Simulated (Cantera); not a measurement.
Charge: 1 mol SiCl4, 3.3 mol NH3, 33 mol N2, equilibrated at 802 °C and 3.90 mbar.

Method: chemical equilibrium by Gibbs-energy minimisation in Cantera with the NASA 1993 tables (ideal gas, pure condensed phases). Candidate condensed phases: NH4Cl, Si, Si3N4; 28 gas species. The tables' values for SiCl3 are old estimates; treat these amounts as uncertain. The numbers say what is thermodynamically allowed, not how fast it happens.

What is the equilibrium state?

x(N2): 0.831
x(HCl): 0.0952
x(H2): 0.0734
x(SiCl4): 0.000619
x(SiCl3): 1.49e-5
x(SiHCl3): 5.93e-6
x(SiCl2): 5.71e-6
n(Si3N4(s)): 0.325 mol
gas amount: 40.93 mol
log10 activity of Si(s) (absent): -4.63
